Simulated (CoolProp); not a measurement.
Saturation properties of R115.

Computed with CoolProp (reference Helmholtz-energy equation of state, Lemmon 2016).

```csv
T (K),p (MPa),vapour density (kg/m³)
259,0.2748,21.60
266.3,0.3531,27.51
273.7,0.4486,34.75
281,0.5604,43.34
288.4,0.6938,53.79
295.7,0.8470,66.14
303.1,1.026,81.19
310.4,1.230,99.18
```

It boils at 233.9 K under 1 atm.
